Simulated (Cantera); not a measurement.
A Cantera script and what it prints.

```python
import numpy as np
import cantera as ct

gas_names = """
    Br2 HBr O
""".split()
cond_names = """
    BaO2H2(s) BaO2H2(L) BaBr2(s) BaBr2(L)
""".split()


# ... load() reads the species with a 1 bar reference pressure and builds the phases ...
species = {s.name: s for s in load("nasa_gas.yaml", gas_names) + load("nasa_condensed.yaml", cond_names)}
# Each term lists the table entries of one substance; the one whose range holds T is used.
reactions = {
    'Ba(OH)2 + 2 Br2(g) = BaBr2 + 2 HBr(g) + 2 O(g)':
        [(-1, ['BaO2H2(s)', 'BaO2H2(L)']), (-2, ['Br2']), (1, ['BaBr2(s)', 'BaBr2(L)']), (2, ['HBr']), (2, ['O'])],
}


def pick(names, T):
    return next(species[n] for n in names if species[n].thermo.min_temp <= T <= species[n].thermo.max_temp)


results = []
for label, terms in reactions.items():
    print(label)
    print("     T/K   dH/kJ  dS/(J/K)   dG/kJ   log10 K")
    for T in [300, 1700, 1800, 1900, 2000, 2100]:
        used = [(nu, pick(names, T)) for nu, names in terms]
        dH = sum(nu * s.thermo.h(T) for nu, s in used) / 1e6
        dS = sum(nu * s.thermo.s(T) for nu, s in used) / 1e3
        dG = dH - T * dS / 1e3
        logK = -dG * 1e6 / (ct.gas_constant * T * np.log(10))
        results.append((label, T, dH, dS, dG, logK, [s.name for _, s in used]))
        print(f"{T:8g} {dH:8.1f} {dS:8.1f} {dG:8.1f} {logK:8.2f}")
```

Output:

```
Ba(OH)2 + 2 Br2(g) = BaBr2 + 2 HBr(g) + 2 O(g)
     T/K   dH/kJ  dS/(J/K)   dG/kJ   log10 K
     300    552.2    270.0    471.2   -82.04
    1700    554.0    256.5    117.9    -3.62
    1800    553.9    256.5     92.3    -2.68
    1900    553.9    256.4     66.6    -1.83
    2000    553.8    256.4     41.0    -1.07
    2100    553.7    256.4     15.3    -0.38
```

Standard-state values (1 bar) from the NASA 1993 polynomials, evaluated with Cantera. Condensed species are held in their standard states even where they would react or evaporate.
